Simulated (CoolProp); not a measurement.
cis-2-butene along the isotherm 337.4 K: fugacity coefficient from the reference equation and from simpler models built on Tc = 435.8 K, pc = 4.236 MPa, ω = 0.202; each cubic takes its own stable root.

Model: reference Helmholtz-energy equation of state, Lemmon 2005, in CoolProp. It is a short technical equation, of lower accuracy than the large ones.

```tsv
p (MPa)	phase	reference	van der Waals	Redlich-Kwong	Soave-Redlich-Kwong	Peng-Robinson
2.12	liquid	0.2805	0.5623	0.3536	0.2878	0.2812
4.24	liquid	0.1510	0.3165	0.1922	0.1560	0.1510
6.35	liquid	0.1085	0.2370	0.1393	0.1128	0.1082
8.47	liquid	0.08751	0.1989	0.1132	0.09150	0.08698
10.6	liquid	0.07521	0.1777	0.09803	0.07908	0.07451
12.7	liquid	0.06742	0.1653	0.08847	0.07125	0.06656
14.8	liquid	0.06211	0.1579	0.08203	0.06596	0.06110
16.9	liquid	0.05836	0.1537	0.07756	0.06227	0.05720
19.1	liquid	0.05558	0.1518	0.07431	0.05958	0.05426
21.2	liquid	0.05369	0.1517	0.07219	0.05781	0.05222
```
